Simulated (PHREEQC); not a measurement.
## Alkaline etch or developer: speciation

Make-up at 25 °C: 1.4 mmol/kgw NH3, 0.00042 mmol/kgw H4SiO4 and 67 mmol/kgw K2CO3. Closed to the air; pH follows from the charge balance.

All values are PHREEQC results (ion-association model, wateq4f.dat), not measurements.

No solid was allowed to form.

**Question.** What pH does the model give?

**Answer.** pH 11.30.

**Question.** In which forms is N present?

**Answer.** NH3 99 %, NH4+ 1.2 % of the N.

Complexes and solids missing from the database can't appear.
